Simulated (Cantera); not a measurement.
**Iron carbonyl, mercury and lead vapours: PbO + H₂ + N₂**

Feed: 1 mol PbO, 0.12 mol H₂, 0.1 mol N₂, held at 9.75 Torr.

Equilibrium computed with Cantera from the NASA thermochemical tables; the gas is ideal and each condensed phase is pure. Candidate condensed phases: H₂O, Pb, PbO, PbO₂, Pb₃O₄; 27 gas species. Gases not in the tables: (PbO)n polymers. Rates play no part.

From 1450 K to 1475 K the condensed part is PbO(l). From 1500 K to 1600 K nothing is condensed.

```csv
T (K),x PbO,x Pb,x H₂O,x N₂,x O₂,n PbO(l)
1450,0.351,0.231,0.227,0.189,0.00215,0.692
1475,0.491,0.188,0.170,0.142,0.00908,0.521
1500,0.637,0.157,0.0952,0.0793,0.0309,0
1525,0.622,0.168,0.0947,0.0789,0.0362,0
1550,0.607,0.178,0.0941,0.0784,0.0419,0
1575,0.590,0.190,0.0935,0.0779,0.0479,0
1600,0.573,0.202,0.0928,0.0773,0.0541,0
```
x: gas mole fraction; n: condensed amount in mol.
